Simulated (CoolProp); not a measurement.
Vapour-liquid equilibrium of nitrogen (1) + carbon monoxide (2) at -184.85 °C; x and y are mole fractions of (1).

Model: multi-fluid Helmholtz-energy mixture model, Span 2000 and Lemmon 2006; pair parameters Gernert 2013, in CoolProp.

```json
[
 {"x": "0.05", "bubble pressure, mixture model (MPa)": "0.2096", "bubble pressure, Raoult's law (MPa)": "0.2086", "y, mixture model": "0.076", "y, Raoult's law": "0.074"},
 {"x": "0.125", "bubble pressure, mixture model (MPa)": "0.2189", "bubble pressure, Raoult's law (MPa)": "0.2167", "y, mixture model": "0.183", "y, Raoult's law": "0.179"},
 {"x": "0.2", "bubble pressure, mixture model (MPa)": "0.2282", "bubble pressure, Raoult's law (MPa)": "0.2248", "y, mixture model": "0.280", "y, Raoult's law": "0.276"},
 {"x": "0.275", "bubble pressure, mixture model (MPa)": "0.2374", "bubble pressure, Raoult's law (MPa)": "0.2328", "y, mixture model": "0.369", "y, Raoult's law": "0.367"},
 {"x": "0.35", "bubble pressure, mixture model (MPa)": "0.2462", "bubble pressure, Raoult's law (MPa)": "0.2409", "y, mixture model": "0.451", "y, Raoult's law": "0.451"},
 {"x": "0.425", "bubble pressure, mixture model (MPa)": "0.2549", "bubble pressure, Raoult's law (MPa)": "0.2489", "y, mixture model": "0.528", "y, Raoult's law": "0.530"},
 {"x": "0.5", "bubble pressure, mixture model (MPa)": "0.2632", "bubble pressure, Raoult's law (MPa)": "0.2570", "y, mixture model": "0.598", "y, Raoult's law": "0.605"},
 {"x": "0.575", "bubble pressure, mixture model (MPa)": "0.2712", "bubble pressure, Raoult's law (MPa)": "0.2651", "y, mixture model": "0.665", "y, Raoult's law": "0.674"},
 {"x": "0.65", "bubble pressure, mixture model (MPa)": "0.2790", "bubble pressure, Raoult's law (MPa)": "0.2731", "y, mixture model": "0.728", "y, Raoult's law": "0.740"},
 {"x": "0.725", "bubble pressure, mixture model (MPa)": "0.2863", "bubble pressure, Raoult's law (MPa)": "0.2812", "y, mixture model": "0.789", "y, Raoult's law": "0.801"},
 {"x": "0.8", "bubble pressure, mixture model (MPa)": "0.2934", "bubble pressure, Raoult's law (MPa)": "0.2892", "y, mixture model": "0.847", "y, Raoult's law": "0.859"},
 {"x": "0.875", "bubble pressure, mixture model (MPa)": "0.3002", "bubble pressure, Raoult's law (MPa)": "0.2973", "y, mixture model": "0.905", "y, Raoult's law": "0.915"},
 {"x": "0.95", "bubble pressure, mixture model (MPa)": "0.3066", "bubble pressure, Raoult's law (MPa)": "0.3054", "y, mixture model": "0.962", "y, Raoult's law": "0.967"}
]
```

The largest gap from Raoult's law is +2.4 % in bubble pressure, at x = 0.5. No azeotrope shows between x = 0.05 and 0.95.

Pair parameters are fitted to limited data, so mixtures are less certain than the pure fluids.
